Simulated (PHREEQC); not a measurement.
A made-up water analysis in mg/kgw, 75 °C, pH 6.42, pe 8.4:

```json
[
 {"constituent": "Na", "mg/kgw": "1.57"},
 {"constituent": "K", "mg/kgw": "0.224"},
 {"constituent": "Ca", "mg/kgw": "0.511"},
 {"constituent": "Mg", "mg/kgw": "2.05"},
 {"constituent": "Cl", "mg/kgw": "7.23"},
 {"constituent": "S(6) as SO4", "mg/kgw": "0.422"},
 {"constituent": "Alkalinity as HCO3", "mg/kgw": "3.27"},
 {"constituent": "Ba", "mg/kgw": "0.0438"},
 {"constituent": "O(0) (dissolved oxygen)", "mg/kgw": "0.0563"},
 {"constituent": "Cu(2)", "mg/kgw": "0.0241"}
]
```

Valence states are taken as typed.

Computed with PHREEQC (ion-association model, wateq4f.dat).

| quantity | before | after |
|---|---|---|
| SO4-2 (mol/kgw) | 4.17e-6 | 1.50e-5 |
| Cu+2 (mol/kgw) | 3.04e-7 | 1.04e-6 |
| MgSO4 (mol/kgw) | 2.04e-7 | 2.43e-6 |
| MgHCO3+ (mol/kgw) | 7.30e-8 | 1.06e-6 |
| SI of Tenorite (CuO) | +0.27 | +0.76 |
| SI of Cu(OH)2 (Cu(OH)2) | -0.75 | -0.26 |

Q: Name the change that produced these shifts.
A) temperature from 75 to 85 °C at the same typed pH
B) Na from 1.57 to 3.14 mg/kgw
C) pH from 6.42 to 6.72 at the same alkalinity
D) all concentrations times 4 at the same typed pH

A: D, all concentrations times 4 at the same typed pH

Precipitation was switched off in this run. Some of these states are supersaturated (in Tenorite (slow to form), Malachite, for instance). Away from 25 °C the constants follow the database's enthalpies or fits; those with neither stay at their 25 °C values. The database's constant for dissolved Cu(OH)2 is higher than later reviews accept.
